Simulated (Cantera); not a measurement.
## PbO + H2 + O2 (iron carbonyl, mercury and lead vapours)

Feed: 1 mol PbO, 0.69 mol H2, 0.02 mol O2, held at 0.750 Torr.

Equilibrium computed with Cantera from the NASA thermochemical tables; the gas is ideal and each condensed phase is pure. Candidate condensed phases: H2O, Pb, PbO, PbO2, Pb3O4; 12 gas species. Each liquid is taken as pure. Mutual solubility and eutectic melting of coexisting phases are not modelled. Gases not in the tables: (PbO)n polymers. Kinetics and transport are ignored.

| T (K) | x H2O | x Pb | x PbO | x O2 | x OH | n Pb(l) | n PbO(yellow) | n PbO(l) |
|---|---|---|---|---|---|---|---|---|
| 1150 | 0.687 | 0.290 | 0.0228 | 3.19e-7 | 7.63e-7 | 0.359 | 0.327 | 0 |
| 1175 | 0.524 | 0.435 | 0.0403 | 7.76e-7 | 1.19e-6 | 0.0766 | 0 | 0.297 |
| 1200 | 0.480 | 0.452 | 0.0682 | 3.53e-6 | 2.36e-6 | 0 | 0 | 0.252 |
| 1225 | 0.457 | 0.430 | 0.113 | 1.79e-5 | 4.82e-6 | 0 | 0 | 0.180 |
| 1250 | 0.421 | 0.396 | 0.183 | 9.05e-5 | 9.55e-6 | 0 | 0 | 0.0501 |
| 1275 | 0.408 | 0.385 | 0.207 | 0.000198 | 1.55e-5 | 0 | 0 | 0 |
| 1300 | 0.408 | 0.385 | 0.206 | 0.000312 | 2.34e-5 | 0 | 0 | 0 |
| 1325 | 0.408 | 0.385 | 0.206 | 0.000482 | 3.47e-5 | 0 | 0 | 0 |
| 1350 | 0.408 | 0.386 | 0.206 | 0.000731 | 5.06e-5 | 0 | 0 | 0 |
| 1375 | 0.408 | 0.386 | 0.205 | 0.00109 | 7.27e-5 | 0 | 0 | 0 |
| 1400 | 0.407 | 0.387 | 0.204 | 0.00159 | 0.000103 | 0 | 0 | 0 |
| 1425 | 0.407 | 0.388 | 0.202 | 0.00228 | 0.000144 | 0 | 0 | 0 |
| 1450 | 0.407 | 0.390 | 0.200 | 0.00321 | 0.000199 | 0 | 0 | 0 |
| 1475 | 0.406 | 0.392 | 0.197 | 0.00441 | 0.000270 | 0 | 0 | 0 |
x: gas mole fraction; n: condensed amount in mol.

At 1150 K the condensed part is Pb(l) + PbO(yellow). At 1175 K the condensed part is Pb(l) + PbO(l). From 1200 K to 1250 K the condensed part is PbO(l). From 1275 K to 1475 K nothing is condensed.
